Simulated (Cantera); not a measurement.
## Equilibrium for sublimation and decomposition of ceramics: MgO + C + H2

Feed: 1 mol MgO, 0.012 mol C, 0.012 mol H2, at 80.0 mbar.

Method: chemical equilibrium by Gibbs-energy minimisation in Cantera with the NASA 1993 tables (ideal gas, pure condensed phases). Candidate condensed phases: C, C6H6, C7H8, C8H18, H2O, Mg, MgCO3, MgO, Mg(OH)2; 116 gas species. The tables' values for MgH are old estimates; treat these amounts as uncertain. Rates play no part.

```json
[
 {"T (°C)": "1602", "x Mg": "0.332", "x CO": "0.333", "x H2": "0.332", "x H": "0.00134", "x H2O": "2.81e-5", "x CO2": "6.86e-6", "x MgOH": "3.75e-6", "x OH": "8.81e-9", "n MgO(s)": "0.988"},
 {"T (°C)": "1677", "x Mg": "0.332", "x CO": "0.333", "x H2": "0.331", "x H": "0.00233", "x H2O": "9.10e-5", "x CO2": "2.08e-5", "x MgOH": "1.05e-5", "x OH": "5.82e-8", "n MgO(s)": "0.988"},
 {"T (°C)": "1752", "x Mg": "0.332", "x CO": "0.333", "x H2": "0.330", "x H": "0.00391", "x H2O": "0.000269", "x CO2": "5.79e-5", "x MgOH": "2.70e-5", "x OH": "3.33e-7", "n MgO(s)": "0.988"},
 {"T (°C)": "1827", "x Mg": "0.332", "x CO": "0.332", "x H2": "0.328", "x H": "0.00631", "x H2O": "0.000730", "x CO2": "0.000150", "x MgOH": "6.48e-5", "x OH": "1.67e-6", "n MgO(s)": "0.988"},
 {"T (°C)": "1902", "x Mg": "0.332", "x CO": "0.331", "x H2": "0.324", "x H": "0.00982", "x H2O": "0.00183", "x CO2": "0.000360", "x MgOH": "0.000146", "x OH": "7.47e-6", "n MgO(s)": "0.988"},
 {"T (°C)": "1977", "x Mg": "0.333", "x CO": "0.328", "x H2": "0.317", "x H": "0.0148", "x H2O": "0.00427", "x CO2": "0.000812", "x MgOH": "0.000308", "x OH": "2.99e-5", "n MgO(s)": "0.988"},
 {"T (°C)": "2052", "x Mg": "0.336", "x CO": "0.324", "x H2": "0.305", "x H": "0.0215", "x H2O": "0.00918", "x CO2": "0.00172", "x MgOH": "0.000614", "x OH": "0.000108", "n MgO(s)": "0.988"},
 {"T (°C)": "2127", "x Mg": "0.342", "x CO": "0.317", "x H2": "0.286", "x H": "0.0301", "x H2O": "0.0181", "x CO2": "0.00339", "x MgOH": "0.00115", "x OH": "0.000349", "n MgO(s)": "0.987"},
 {"T (°C)": "2202", "x Mg": "0.352", "x CO": "0.307", "x H2": "0.258", "x H": "0.0404", "x H2O": "0.0323", "x CO2": "0.00625", "x MgOH": "0.00204", "x OH": "0.00102", "n MgO(s)": "0.986"},
 {"T (°C)": "2277", "x Mg": "0.366", "x CO": "0.291", "x H2": "0.221", "x H": "0.0518", "x H2O": "0.0515", "x CO2": "0.0107", "x MgOH": "0.00337", "x OH": "0.00265", "n MgO(s)": "0.985"}
]
```
x: gas mole fraction; n: condensed amount in mol.

From 1602 °C to 2277 °C the condensed part is MgO(s). The main Mg-bearing gas is Mg throughout.
